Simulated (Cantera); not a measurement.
## Adiabatic ignition

An adiabatic, constant-volume homogeneous reactor starts with 9.50 % CO, 1.23 % H2, 0.579 % CH4, 18.6 % O2, 70.1 % N2, equivalence ratio 0.35, at 1675 K and 1.01 bar.

Model: GRI-Mech 3.0 (53 species, 325 reactions), integrated in Cantera.

```
t (s)     T (K)  P (bar)    x CO      x H2    x CH4     x NO2     x HO2   x C2H2     x N2O
--------  -----  -------  ------  --------  -------  --------  --------  -------  --------
2.00e-6    1675     1.01  0.0950    0.0123  0.00579    <1e-12   2.35e-7   <1e-12  2.73e-12
4.68e-6    1675     1.01  0.0950    0.0123  0.00579    <1e-12   5.12e-7   <1e-12  1.11e-11
1.10e-5    1675     1.01  0.0949    0.0123  0.00577    <1e-12   1.36e-6   <1e-12  9.03e-11
2.57e-5    1702     1.03  0.0946    0.0100  0.00355  8.94e-12  0.000118  1.79e-7   9.10e-9
6.02e-5    1921     1.16  0.0562   0.00142   <1e-12   4.78e-9   1.24e-5   <1e-12   5.32e-7
0.000141   2199     1.31  0.0329   0.00134   <1e-12   5.32e-8   6.93e-6   <1e-12   6.66e-7
0.000330   2440     1.43  0.0224  0.000816   <1e-12   3.74e-7   4.44e-6   <1e-12   9.27e-7
0.000773   2577     1.50  0.0143  0.000495   <1e-12   1.55e-6   5.78e-6   <1e-12   1.09e-6
0.00181    2592     1.50  0.0127  0.000444   <1e-12   4.02e-6   6.15e-6   <1e-12   1.11e-6
0.00424    2584     1.50  0.0124  0.000433   <1e-12   8.15e-6   5.95e-6   <1e-12   1.14e-6
0.00993    2574     1.49  0.0120  0.000422   <1e-12   1.24e-5   5.73e-6   <1e-12   1.19e-6
0.0233     2571     1.49  0.0118  0.000418   <1e-12   1.41e-5   5.65e-6   <1e-12   1.22e-6
0.0545     2570     1.49  0.0118  0.000418   <1e-12   1.42e-5   5.64e-6   <1e-12   1.22e-6
0.128      2570     1.49  0.0118  0.000418   <1e-12   1.42e-5   5.64e-6   <1e-12   1.22e-6
0.299      2570     1.49  0.0118  0.000418   <1e-12   1.42e-5   5.64e-6   <1e-12   1.22e-6
0.700      2570     1.49  0.0118  0.000418   <1e-12   1.42e-5   5.64e-6   <1e-12   1.22e-6
```
x: mole fraction; the columns are a selection and need not sum to one.

```json
{
  "time_of_steepest_temperature_rise": "28.3 µs",
  "temperature at 0.700 s": "2570 K",
  "equilibrium_temperature": "2570 K",
  "x(CO) at 0.700 s": "0.0118 (gas-phase equilibrium 0.0118)",
  "x(H2) at 0.700 s": "0.000418 (gas-phase equilibrium 0.000418)",
  "x(CH4) at 0.700 s": "<1e-12 (gas-phase equilibrium <1e-12)"
}
```
